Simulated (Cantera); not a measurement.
A Cantera script and what it prints.

```python
import numpy as np
import cantera as ct

gas_names = """
    B BH BH2 BH3 BO BO2 B2 B2O B2O2 B2O3 B3O3H3 H HBO HBO2 HO2 H2 H2O H2O2 H3B3O6 O OH O2 O3
""".split()
cond_names = """
    B(b) B(L) B2O3(L) B3O3H3(cr) H2O(s) H2O(L)
""".split()


# ... load() reads the species with a 1 bar reference pressure and builds the phases ...
atoms = {
    'B2H6': {'B': 2, 'H': 6},
    'O2': {'O': 2},
}
top_T = {}  # K; cautious upper limits of use, not melting points


# ... equilibrate(T, P, feed) seeds the gas with the atoms and calls Mixture.equilibrate('TP', solver="vcs", rtol=1e-11, max_steps=5000) ...
results = []
feed = {'B2H6': 1, 'O2': 0.27}  # mol
P = 21000  # Pa
for T in [1275, 1375, 1475, 1575, 1675, 1775, 1875, 1975, 2075, 2175, 2275]:
    mix = equilibrate(T, P, feed)
    results.append((T, P, feed, dict(zip(mix.species_names, mix.species_moles))))
    x = sorted(zip(gas.X, gas.species_names), reverse=True)
    print(f"T = {T:g} K  P = {P:g} Pa  gas = {mix.phase_moles(0):.4g} mol")
    print("   x: " + "  ".join(f"{s} {v:.3e}" for v, s in x if v > 1e-06))
    print("   condensed (mol): " + ("  ".join(f"{mix.phase(i).name} {mix.phase_moles(i):.4g}"
          for i in range(1, mix.n_phases) if mix.phase_moles(i) > 1e-12) or "none"))
```

It prints:

```
T = 1275 K  P = 21000 Pa  gas = 2.996 mol
   x: H2 9.964e-01  B3O3H3 3.171e-03  HBO 4.337e-04  HBO2 5.906e-06  B2O2 2.893e-06  H 1.606e-06  H2O 1.428e-06
   condensed (mol): B(b) 1.63  B2O3(L) 0.17
T = 1375 K  P = 21000 Pa  gas = 2.998 mol
   x: H2 9.950e-01  B3O3H3 3.175e-03  HBO 1.767e-03  B2O2 3.387e-05  HBO2 3.248e-05  H 7.458e-06  B2O3 6.263e-06  H2O 4.279e-06  BH2 2.394e-06  BH3 1.447e-06
   condensed (mol): B(b) 1.629  B2O3(L) 0.1686
T = 1475 K  P = 21000 Pa  gas = 3.005 mol
   x: H2 9.904e-01  HBO 5.897e-03  B3O3H3 3.124e-03  B2O2 2.802e-04  HBO2 1.397e-04  B2O3 6.138e-05  H 2.817e-05  H2O 1.094e-05  BH2 7.527e-06  BO 4.537e-06  BH3 2.454e-06
   condensed (mol): B(b) 1.624  B2O3(L) 0.1637
T = 1575 K  P = 21000 Pa  gas = 3.028 mol
   x: H2 9.774e-01  HBO 1.670e-02  B3O3H3 3.008e-03  B2O2 1.752e-03  HBO2 4.918e-04  B2O3 4.436e-04  H 8.966e-05  BO 3.595e-05  H2O 2.447e-05  BH2 2.022e-05  BH3 3.824e-06
   condensed (mol): B(b) 1.611  B2O3(L) 0.1481
T = 1675 K  P = 21000 Pa  gas = 3.097 mol
   x: H2 9.430e-01  HBO 4.102e-02  B2O2 8.713e-03  B3O3H3 2.784e-03  B2O3 2.500e-03  HBO2 1.458e-03  H 2.460e-04  BO 2.208e-04  H2O 4.833e-05  BH2 4.702e-05  BH3 5.430e-06  B2O 1.189e-06
   condensed (mol): B(b) 1.572  B2O3(L) 0.1
T = 1775 K  P = 21000 Pa  gas = 3.245 mol
   x: H2 8.814e-01  HBO 7.760e-02  B2O2 2.723e-02  B2O3 7.596e-03  HBO2 2.834e-03  B3O3H3 1.620e-03  BO 9.567e-04  H 5.930e-04  BH2 9.573e-05  H2O 7.411e-05  B2O 7.329e-06  BH3 7.006e-06
   condensed (mol): B(b) 1.494
T = 1875 K  P = 21000 Pa  gas = 3.263 mol
   x: H2 8.737e-01  HBO 8.674e-02  B2O2 2.864e-02  B2O3 4.814e-03  BO 2.182e-03  HBO2 2.003e-03  H 1.337e-03  B3O3H3 2.545e-04  BH2 1.899e-04  H2O 7.055e-05  B2O 2.282e-05  BH3 9.482e-06
   condensed (mol): B(b) 1.482
T = 1975 K  P = 21000 Pa  gas = 3.274 mol
   x: H2 8.672e-01  HBO 9.272e-02  B2O2 2.804e-02  BO 4.418e-03  B2O3 2.898e-03  H 2.781e-03  HBO2 1.374e-03  BH2 3.509e-04  H2O 6.540e-05  B2O 6.095e-05  B3O3H3 4.392e-05  BH3 1.242e-05
   condensed (mol): B(b) 1.473
T = 2075 K  P = 21000 Pa  gas = 3.288 mol
   x: H2 8.604e-01  HBO 9.622e-02  B2O2 2.630e-02  BO 8.162e-03  H 5.392e-03  B2O3 1.716e-03  HBO2 9.357e-04  BH2 6.096e-04  B2O 1.442e-04  H2O 5.973e-05  BH3 1.580e-05  B3O3H3 8.425e-06  B 2.112e-06  BH 1.577e-06
   condensed (mol): B(b) 1.466
T = 2175 K  P = 21000 Pa  gas = 3.307 mol
   x: H2 8.522e-01  HBO 9.723e-02  B2O2 2.375e-02  BO 1.392e-02  H 9.834e-03  BH2 1.003e-03  B2O3 1.001e-03  HBO2 6.318e-04  B2O 3.070e-04  H2O 5.376e-05  BH3 1.956e-05  B 9.208e-06  BH 4.938e-06  B3O3H3 1.764e-06  BO2 1.179e-06
   condensed (mol): B(b) 1.461
T = 2275 K  P = 21000 Pa  gas = 3.334 mol
   x: H2 8.416e-01  HBO 9.552e-02  BO 2.206e-02  B2O2 2.059e-02  H 1.700e-02  BH2 1.570e-03  B2O 5.944e-04  B2O3 5.688e-04  HBO2 4.197e-04  H2O 4.751e-05  B 3.519e-05  BH3 2.358e-05  BH 1.392e-05  BO2 1.587e-06
   condensed (mol): B(b) 1.456
```

Equilibrium computed with Cantera from the NASA thermochemical tables; the gas is ideal and each condensed phase is pure. The feed counts by its element totals alone. Mutual solubility and eutectic melting of coexisting phases are not modelled. The tables' values for BH2 are old estimates; treat these amounts as uncertain. Gases not in the tables: B2H6 and higher boranes.
